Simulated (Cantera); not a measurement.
Feed: 1 mol SiF₄, 3 mol N₂, 9.4 mol H₂, held at 0.0100 bar.

Cantera equilibrium calculation (NASA polynomials, part measured and part estimated; ideal gas, pure solids and liquids). Candidate condensed phases: Si, Si₃N₄; 37 gas species. N₂ is the only nitrogen source here; it is nearly inert below about 1500 K, so the nitride shown seldom forms there in practice. Equilibrium is a limit: real reactors are often held back by kinetics, nucleation or transport.

Which condensed phases are stable at each of these points (T (K)): 850, 950, 1050, 1150, 1250, 1350, 1450?


```csv
T (K),condensed phases,Si condensed (%)
850,Si₃N₄(s),0.0
950,Si₃N₄(s),0.1
1050,Si₃N₄(s),0.2
1150,Si₃N₄(s),0.4
1250,Si₃N₄(s),0.5
1350,gas only,0.0
1450,gas only,0.0
```

From 850 K to 1250 K the condensed part is Si₃N₄(s). From 1350 K to 1450 K nothing is condensed.
